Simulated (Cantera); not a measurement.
A perfectly stirred reactor is fed with CH4 : CO2 : H2 = 1 : 2.5 : 0.1 (molar parts), at 1.00 bar; it is held at 1275 K, and followed from long to short residence time.

Model: GRI-Mech 3.0 (53 species, 325 reactions), integrated in Cantera.

What does this change do: temperature 1275 to 1525 K?


```tsv
quantity	before	after
x(CH4) at τ = 13.0 s	0.259	0.0266
x(CO2) at τ = 13.0 s	0.667	0.200
x(H2) at τ = 13.0 s	0.0307	0.149
x(C2H6) at τ = 13.0 s	0.000164	1.01e-5
x(CO) at τ = 13.0 s	0.0179	0.410
x(CH4) at τ = 85.0 ms	0.278	0.219
x(CO2) at τ = 85.0 ms	0.694	0.630
x(H2) at τ = 85.0 ms	0.0278	0.0598
x(C2H6) at τ = 85.0 ms	3.98e-5	0.000460
x(CO) at τ = 85.0 ms	7.04e-5	0.0352
```
